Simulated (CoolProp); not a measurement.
Vapour-liquid equilibrium of benzene (1) + m-xylene (2) at 0.739 bar; x and y are mole fractions of (1).

The numbers come from the multi-fluid Helmholtz-energy mixture model, Thol 2012 and Zhou 2012; pair parameters Bell 2016 in CoolProp.

Problem. Give the bubble temperature and the first vapour's composition at x = 0.35, 0.5, 0.65. Is there an azeotrope?

Solution. x = 0.35: 369.2 K, y = 0.752; x = 0.5: 361.1 K, y = 0.855; x = 0.65: 354.6 K, y = 0.920. No azeotrope shows between x = 0.05 and 0.95.

The pair parameters rest on a limited set of measurements; away from them the model extrapolates.
